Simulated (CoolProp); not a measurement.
Saturation properties of dimethyl ether (Tc = 400.4 K, pc = 5.337 MPa, ω = 0.196).

Values from CoolProp's reference Helmholtz-energy equation of state, Wu 2011.

```csv
T (K),p (MPa),liquid density (kg/m³),vapour Z,liquid viscosity (µPa s)
189.7,0.003060,___,0.9969,535
204.3,0.009111,793.0,0.9930,399
219,0.02308,774.2,0.9865,310
233.6,0.05082,___,0.9767,250
248.3,0.1010,735.3,0.9630,208
262.9,0.1833,714.8,0.9451,___
277.5,___,693.5,0.9225,154
292.2,0.4952,670.9,0.8945,135
306.8,0.7518,___,0.8611,119
321.5,1.099,___,0.8210,105
336.1,1.548,593.3,0.7739,92.4
350.7,2.120,561.6,0.7177,80.4
365.4,2.841,523.9,0.6486,68.4
```

Question: Complete the blanks.

Answer: 
- 189.7, liquid density (kg/m³): 811.3
- 233.6, liquid density (kg/m³): 755.1
- 262.9, liquid viscosity (µPa s): 177
- 277.5, p (MPa): 0.3097
- 306.8, liquid density (kg/m³): 647.1
- 321.5, liquid density (kg/m³): 621.3

It boils at 248.4 K under 1 atm.

Viscosity comes from a separate model (Meng 2012).
